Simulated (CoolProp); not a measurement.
Saturation properties of m-xylene.

Computed with CoolProp (reference Helmholtz-energy equation of state, Zhou 2012).

```json
[
 {"T (K)": "323.1", "p (kPa)": "4.151", "vapour density (kg/m³)": "0.1647", "enthalpy of vaporisation (kJ/kg)": "389.0", "liquid viscosity (µPa s)": "446", "vapour viscosity (µPa s)": "7.06"},
 {"T (K)": "334.8", "p (kPa)": "7.095", "vapour density (kg/m³)": "0.2723", "enthalpy of vaporisation (kJ/kg)": "382.9", "liquid viscosity (µPa s)": "400", "vapour viscosity (µPa s)": "7.29"},
 {"T (K)": "346.5", "p (kPa)": "11.62", "vapour density (kg/m³)": "0.4320", "enthalpy of vaporisation (kJ/kg)": "376.7", "liquid viscosity (µPa s)": "361", "vapour viscosity (µPa s)": "7.51"},
 {"T (K)": "358.1", "p (kPa)": "18.24", "vapour density (kg/m³)": "0.6588", "enthalpy of vaporisation (kJ/kg)": "370.6", "liquid viscosity (µPa s)": "328", "vapour viscosity (µPa s)": "7.74"},
 {"T (K)": "369.8", "p (kPa)": "27.80", "vapour density (kg/m³)": "0.9767", "enthalpy of vaporisation (kJ/kg)": "364.3", "liquid viscosity (µPa s)": "299", "vapour viscosity (µPa s)": "7.98"},
 {"T (K)": "381.5", "p (kPa)": "41.09", "vapour density (kg/m³)": "1.407", "enthalpy of vaporisation (kJ/kg)": "357.9", "liquid viscosity (µPa s)": "273", "vapour viscosity (µPa s)": "8.22"},
 {"T (K)": "393.2", "p (kPa)": "59.09", "vapour density (kg/m³)": "1.978", "enthalpy of vaporisation (kJ/kg)": "351.3", "liquid viscosity (µPa s)": "251", "vapour viscosity (µPa s)": "8.46"},
 {"T (K)": "404.9", "p (kPa)": "82.92", "vapour density (kg/m³)": "2.717", "enthalpy of vaporisation (kJ/kg)": "344.5", "liquid viscosity (µPa s)": "231", "vapour viscosity (µPa s)": "8.70"},
 {"T (K)": "416.6", "p (kPa)": "113.8", "vapour density (kg/m³)": "3.660", "enthalpy of vaporisation (kJ/kg)": "337.5", "liquid viscosity (µPa s)": "212", "vapour viscosity (µPa s)": "8.95"},
 {"T (K)": "428.3", "p (kPa)": "153.1", "vapour density (kg/m³)": "4.844", "enthalpy of vaporisation (kJ/kg)": "330.2", "liquid viscosity (µPa s)": "196", "vapour viscosity (µPa s)": "9.20"},
 {"T (K)": "440", "p (kPa)": "202.3", "vapour density (kg/m³)": "6.312", "enthalpy of vaporisation (kJ/kg)": "322.6", "liquid viscosity (µPa s)": "181", "vapour viscosity (µPa s)": "9.45"}
]
```

It boils at 412.2 K under 1 atm.

Viscosity comes from a separate model (Cao 2016).
